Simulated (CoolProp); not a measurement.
Vapour-liquid equilibrium of R125 (1) + dimethyl ether (2) at 397 kPa; x and y are mole fractions of (1).

The numbers come from the multi-fluid Helmholtz-energy mixture model, Lemmon 2005 and Wu 2011; pair parameters Bell 2016 in CoolProp.

```csv
x,"bubble temperature, mixture model (K)","bubble temperature, Raoult's law (K)","y, mixture model","y, Raoult's law"
0.05,284.3,282.9,0.071,0.114
0.125,(withheld),279.9,(withheld),0.260
0.2,281.7,277.2,0.283,0.383
0.275,280.1,274.7,(withheld),0.487
0.35,(withheld),272.3,0.490,0.576
0.425,276.2,270.2,0.587,0.653
0.5,274.0,268.2,0.677,0.719
0.575,271.6,266.3,0.759,0.777
0.65,269.0,264.5,0.829,0.828
0.725,266.4,262.9,0.886,0.873
0.8,263.7,261.3,0.931,0.913
0.875,261.2,259.9,0.965,0.949
0.95,259.0,258.5,0.989,0.981
```

Question: Some entries are withheld; supply them.

Answer: 
- 0.125, bubble temperature, mixture model (K): 283.1
- 0.125, y, mixture model: 0.177
- 0.275, y, mixture model: 0.388
- 0.35, bubble temperature, mixture model (K): 278.3

The largest gap from Raoult's law is +6.0 K in bubble temperature, at x = 0.425. No azeotrope shows between x = 0.05 and 0.95.

The pair parameters rest on a limited set of measurements; away from them the model extrapolates.
